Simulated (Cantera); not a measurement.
Input: 1 mol SiF4, 0.89 mol O3, 15 mol N2, equilibrated at 2123 K and 0.280 bar.

Cantera equilibrium calculation (NASA polynomials, part measured and part estimated; ideal gas, pure solids and liquids). Candidate condensed phases: Si, SiO2, Si2N2O, Si3N4; 28 gas species. The tables' values for SiF3 are old estimates; treat these amounts as uncertain. Equilibrium is a limit: real reactors are often held back by kinetics, nucleation or transport.

Base state: N2 0.861, O2 0.0733, SiF4 0.0574, NO 0.00651, O 0.000833, F 0.000238, SiF3 0.000221 (mole fractions); condensed: gas only.

Question: What changes in the equilibrium state with this change: temperature from 2123 K to 1200 K?

Answer: 
```json
[
 {"species": "N2", "before": "0.861", "after": "0.865"},
 {"species": "O2", "before": "0.0733", "after": "0.0769"},
 {"species": "SiF4", "before": "0.0574", "after": "0.0577"},
 {"species": "NO", "before": "0.00651", "after": "0.000124"},
 {"species": "SiF3", "before": "0.000221", "after": "<1e-9"},
 {"species": "F", "before": "0.000238", "after": "1.85e-9"},
 {"species": "O", "before": "0.000833", "after": "1.31e-8"}
]
```

Question: What changes in the equilibrium state with this change: pressure from 0.280 bar to 0.133 bar?

Answer: 
```json
[
 {"species": "N2", "before": "0.861", "after": "0.861"},
 {"species": "O2", "before": "0.0733", "after": "0.0731"},
 {"species": "SiF4", "before": "0.0574", "after": "0.0573"},
 {"species": "O", "before": "0.000833", "after": "0.00121"},
 {"species": "F", "before": "0.000238", "after": "0.000353"},
 {"species": "SiF3", "before": "0.000221", "after": "0.000313"},
 {"species": "NO", "before": "0.00651", "after": "0.00650"}
]
```

Question: What changes in the equilibrium state with this change: SiF4 replaced by SiH4?

Answer: 
```csv
species,before,after
N2,0.861,0.879
H2,0,0.0743
H2O,0,0.0419
O2,0.0733,5.44e-7
SiF4,0.0574,0
SiO,2.18e-6,0.00277
H,0,0.00185
F,0.000238,0
SiF3,0.000221,0
OH,0,0.000129
O,0.000833,2.27e-6
"SiO2(l), mol",0,0.953
```
The tables hold silica as quartz up to 1696 K and as liquid above; real silica turns to tridymite and cristobalite and melts near 1996 K. Gases not in the tables: Si(OH)4. Further candidate phases: H2O.
